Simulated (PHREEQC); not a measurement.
Model water analysis in mg/L, 25 °C, pH 6.13, pe 2.7:

```csv
constituent,mg/L
Na,0.551
K,1.18
Ca,1.2
Mg,0.306
Cl,1.05
S(6) as SO4,0.66
Alkalinity as HCO3,5.97
F,0.0294
B,0.00557
Si as SiO2,0.152
Zn,0.0127
Fe(2),0.0913
```

Na is adjusted to close the charge balance.
Valence states are taken as typed.

Computed with PHREEQC (ion-association model, phreeqc.dat).

Each row changes one thing in this solution. This is a speciation only: nothing precipitates in the calculation.

```csv
case,CO2 (mol/kgw),HCO3- (mol/kgw),CaHCO3+ (mol/kgw),CaSO4 (mol/kgw),MgSO4 (mol/kgw),FeHCO3+ (mol/kgw),SI of Quartz (SiO2)
as made,0.000162,9.85e-5,3.52e-8,3.19e-8,1.76e-8,1.50e-8,-1.62
Cl from 1.05 to 0.525 mg/L,0.000162,9.85e-5,3.53e-8,3.20e-8,1.77e-8,1.50e-8,-1.62
pH from 6.13 to 6.43 at the same alkalinity,…,9.81e-5,3.51e-8,3.19e-8,1.76e-8,1.49e-8,-1.62
all concentrations times 4 at the same typed pH,…,0.000391,5.24e-7,4.40e-7,2.43e-7,2.18e-7,-1.01
```

Question: Complete the blanks.

Answer: 
- pH from 6.13 to 6.43 at the same alkalinity, CO2 (mol/kgw): 8.06e-5
- all concentrations times 4 at the same typed pH, CO2 (mol/kgw): 0.000632

SiF6-2 is the database's only silicon fluoride. Real BF4- forms and hydrolyses slowly; the run takes it at equilibrium. Fluoro complexes past AlF4- and FeF3 are missing from the database.
